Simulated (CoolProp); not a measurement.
Properties of CH3F (R41) along the isotherm 340.8 K.

The numbers come from the reference Helmholtz-energy equation of state, Lemmon 2006 in CoolProp. It is a short technical equation, of lower accuracy than the large ones.

```csv
p (bar),phase,density (kg/m³),speed of sound (m/s),Joule-Thomson coefficient (K/MPa)
8.86,gas,11.17,315.0,12.13
17.7,gas,23.54,305.7,11.91
26.6,gas,37.54,296.0,11.66
35.4,gas,53.37,286.1,11.37
44.3,gas,72.09,275.8,11.01
53.2,gas,94.70,265.2,10.54
62,supercritical,122.9,254.4,9.926
70.9,supercritical,161.1,243.6,9.035
79.7,supercritical,215.6,235.4,7.713
88.6,supercritical,291.6,238.3,5.878
```
